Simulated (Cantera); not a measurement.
# Adiabatic ignition

An adiabatic, constant-pressure homogeneous reactor starts with 19.5 % CH4, 16.9 % O2, 63.6 % N2, equivalence ratio 2.3, at 1100 K and 7500 Torr.

Model: GRI-Mech 3.0 (53 species, 325 reactions), integrated in Cantera.

```
t (s)     T (K)    x CH4     x O2    x CH2O     x CO2    x C2H2
--------  -----  -------  -------  --------  --------  --------
4.00e-6    1100    0.195    0.169  7.00e-11    <1e-12    <1e-12
1.09e-5    1100    0.195    0.169  5.28e-10    <1e-12    <1e-12
2.97e-5    1100    0.195    0.169   4.17e-9    <1e-12    <1e-12
8.10e-5    1100    0.195    0.169   3.57e-8    <1e-12    <1e-12
0.000221   1100    0.195    0.169   3.63e-7  7.45e-12    <1e-12
0.000602   1100    0.195    0.169   3.44e-6  2.05e-10    <1e-12
0.00164    1100    0.195    0.169   1.63e-5   1.41e-9  1.41e-12
0.00447    1101    0.194    0.169   5.92e-5   7.78e-9  2.67e-11
0.0122     1103    0.194    0.169  0.000261   1.84e-7  9.88e-10
0.0332     2044  0.00243  4.56e-9   7.85e-7    0.0161   0.00332
0.0906     2025  2.80e-7  2.81e-9   1.27e-7    0.0148  9.87e-10
0.247      2025  5.21e-8  2.81e-9   1.27e-7    0.0148  1.75e-11
0.673      2025  5.21e-8  2.81e-9   1.27e-7    0.0148  1.75e-11
1.83       2025  5.21e-8  2.81e-9   1.27e-7    0.0148  1.75e-11
5.00       2025  5.21e-8  2.81e-9   1.27e-7    0.0148  1.75e-11
```
x: mole fraction; the columns are a selection and need not sum to one.

```
Property                                                            Result
---------------------------------  ---------------------------------------
time of steepest temperature rise                                  27.8 ms
temperature at 5.00 s                                               2025 K
equilibrium temperature                                             2025 K
x(CH4) at 5.00 s                   5.21e-8 (gas-phase equilibrium 5.83e-8)
x(O2) at 5.00 s                    2.81e-9 (gas-phase equilibrium 2.81e-9)
x(CH2O) at 5.00 s                  1.27e-7 (gas-phase equilibrium 1.27e-7)
```
